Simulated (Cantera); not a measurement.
Charge: 1 mol CuO, 0.56 mol NF3, 0.35 mol N2, at 220 Pa.

These are equilibrium values from Cantera (NASA tables, ideal gas, pure condensed phases), not measurements of a reactor. Candidate condensed phases: Cu, CuF2, CuO, Cu2O; 22 gas species. Mutual solubility and eutectic melting of coexisting phases are not modelled. Rates play no part.

Q: Which condensed phases are stable at each of these points (T (°C)): 500, 600, 700, 800, 900, 1000, 1100, 1200, 1300, 1400?

A: 
```json
[
 {"T (°C)": "500", "condensed phases": "CuF2(s) + CuO(s)", "Cu condensed (%)": "100.0"},
 {"T (°C)": "600", "condensed phases": "CuF2(s) + CuO(s)", "Cu condensed (%)": "100.0"},
 {"T (°C)": "700", "condensed phases": "CuF2(s) + CuO(s)", "Cu condensed (%)": "99.7"},
 {"T (°C)": "800", "condensed phases": "CuF2(s) + Cu2O(s)", "Cu condensed (%)": "94.1"},
 {"T (°C)": "900", "condensed phases": "CuF2(l) + Cu2O(s)", "Cu condensed (%)": "10.8"},
 {"T (°C)": "1000", "condensed phases": "gas only", "Cu condensed (%)": "0.0"},
 {"T (°C)": "1100", "condensed phases": "gas only", "Cu condensed (%)": "0.0"},
 {"T (°C)": "1200", "condensed phases": "gas only", "Cu condensed (%)": "0.0"},
 {"T (°C)": "1300", "condensed phases": "gas only", "Cu condensed (%)": "0.0"},
 {"T (°C)": "1400", "condensed phases": "gas only", "Cu condensed (%)": "0.0"}
]
```

From 500 °C to 700 °C the condensed part is CuF2(s) + CuO(s). At 800 °C the condensed part is CuF2(s) + Cu2O(s). At 900 °C the condensed part is CuF2(l) + Cu2O(s). From 1000 °C to 1400 °C nothing is condensed.
